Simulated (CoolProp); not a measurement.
R407C at several states: density (kg/m³) from the reference equation and from simpler models built on Tc = 86.2 °C, pc = 4632 kPa, ω = 0.363; each cubic takes its own stable root.

Values from CoolProp's reference Helmholtz-energy equation of state, Lemmon 2003. It is a pseudo-pure fit of the blend.

| T (°C) | p (kPa) | phase | reference |
|---|---|---|---|
| 226.15 | 25900 | supercritical | 649.0 |
| 13.55 | 1320 | liquid | 1188 |
| -7.85 | 28.4 | gas | 1.118 |
| -26.95 | 5940 | liquid | 1344 |

Task: How far does each simpler model (van der Waals, Redlich-Kwong, Soave-Redlich-Kwong) lie from the reference over these 4 states: mean and median of the absolute difference, and the worst?

Result: 
- van der Waals: mean 36.0 %, median 24.3 %, worst -95.2 % at 13.55 °C and 1320 kPa
- Redlich-Kwong: mean 8.2 %, median 7.4 %, worst -17.6 % at 13.55 °C and 1320 kPa
- Soave-Redlich-Kwong: mean 8.6 %, median 10.9 %, worst -12.4 % at 226.15 °C and 25900 kPa

At some of these states van der Waals gives the other phase, because its saturation line lies elsewhere.
